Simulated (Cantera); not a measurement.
Charge: 1 mol CuO, 0.38 mol C, 0.13 mol CO, equilibrated at 2148 K and 1.20 mbar.

Method: chemical equilibrium by Gibbs-energy minimisation in Cantera with the NASA 1993 tables (ideal gas, pure condensed phases). Equilibrium is a limit: real reactors are often held back by kinetics, nucleation or transport.

| species | before | after |
|---|---|---|
| CO | 0.0951 | 0.531 |
| Cu | 0.603 | 0.469 |
| Cu2 | 0.000186 | 0.000113 |
| CO2 | 0.213 | 4.49e-9 |
| O2 | 0.0730 | <1e-9 |
| O | 0.0150 | <1e-9 |
| CuO | 0.000528 | <1e-9 |
| C(graphite), mol | 0 | 0.1000 |
Gas species are given as mole fractions.

Q: Name the change that produced these shifts.
A) C from 0.38 to 0.51 mol
B) temperature from 2148 K to 1773 K
C) C from 0.38 to 1.1 mol
D) temperature from 2148 K to 2248 K

A: C, C from 0.38 to 1.1 mol
